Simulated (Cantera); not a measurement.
**Ignition delay**

Mixture: C₃H₈ : O₂ : N₂ : H₂O = 1 : 2.38 : 8.95 : 2 (molar parts), at 22.0 bar, adiabatic and at constant volume. Ignition delay is the time to a rise of 400 K.

Computed with Cantera and GRI-Mech 3.0 (53 species, 325 reactions). GRI-Mech 3.0 was tuned for natural gas; its chemistry of propane as a main component is partial and can be far from experiment. The pressure lies above the range GRI-Mech 3.0 was tuned for (to about 10 atm).

```
T0 (K)  delay (ms)
------  ----------
1175          1.45
1225         0.622
1275         0.276
1325         0.128
1375        0.0625
1425        0.0323
1475        0.0178
1525        0.0103
1575       0.00636
1625       0.00412
```

| Quantity | Value |
|---|---|
| apparent activation energy between 1525 and 1625 K | 190 kJ/mol |
